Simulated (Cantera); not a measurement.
A perfectly stirred reactor is fed with CH4 : H2 = 1 : 7.5 (molar parts), at 760 Torr; it is held at 1725 K, and followed from long to short residence time.

Computed with Cantera and GRI-Mech 3.0 (53 species, 325 reactions). GRI-Mech 3.0 stops at C3 and has no aromatics, soot or wall deposition, so with more carbon than oxygen in the feed, carbon stays in small species such as C2H2 where larger ones or solid carbon would form.

```tsv
quantity	before	after
x(CH4) at τ = 0.480 s	0.0321	0.118
x(H2) at τ = 0.480 s	0.929	0.882
x(C2H2) at τ = 0.480 s	0.0369	<1e-12
x(CH2) at τ = 0.480 s	2.37e-8	<1e-12
x(C2H6) at τ = 0.480 s	5.55e-6	3.67e-10
x(CH4) at τ = 17.0 ms	0.0882	0.118
x(H2) at τ = 17.0 ms	0.898	0.882
x(C2H2) at τ = 17.0 ms	0.0123	<1e-12
x(CH2) at τ = 17.0 ms	5.50e-8	<1e-12
x(C2H6) at τ = 17.0 ms	3.13e-5	<1e-12
```

### Question
What was changed between the two runs?
(A) CH4 1 to 0.77 parts
(B) temperature 1725 to 1000 K
(C) H2 7.5 to 1.1 parts
(D) CH4 1 to 2.1 parts

### Answer
B, temperature 1725 to 1000 K
